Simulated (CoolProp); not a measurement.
The numbers come from the reference Helmholtz-energy equation of state, Gao 2022 in CoolProp.

### Question
For n-perfluorohexane, give the phase and the Z, expansivity (1/kK) at 46.35 °C and 1.13 MPa; 124.65 °C and 1.13 MPa.

### Answer
- 46.35 °C and 1.13 MPa: liquid; Z 0.0889, expansivity 1.86
- 124.65 °C and 1.13 MPa: liquid; Z 0.0871, expansivity 3.87
